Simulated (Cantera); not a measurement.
Input: 1 mol Ti, 0.15 mol C3H8, held at 2150 K and 14.0 Pa.

These are equilibrium values from Cantera (NASA tables, ideal gas, pure condensed phases), not measurements of a reactor. Candidate condensed phases: C, C6H6, C7H8, C8H18, Ti, TiC; 77 gas species. TiC: taken at fixed stoichiometry. Equilibrium is a limit: real reactors are often held back by kinetics, nucleation or transport.

Base state: Ti 0.427, H2 0.359, H 0.214 (mole fractions); condensed: TiC(s).

Q: What changes in the equilibrium state with this change: C3H8 from 0.15 to 2.5 mol?

A: 
```tsv
species	before	after
H2	0.359	0.700
H	0.214	0.298
C2H2 (acetylene)	<1e-9	0.00136
Ti	0.427	8.09e-5
C2H	<1e-9	1.74e-5
TiC(s), mol	0.450	0.999
C(graphite), mol	0	6.47
```
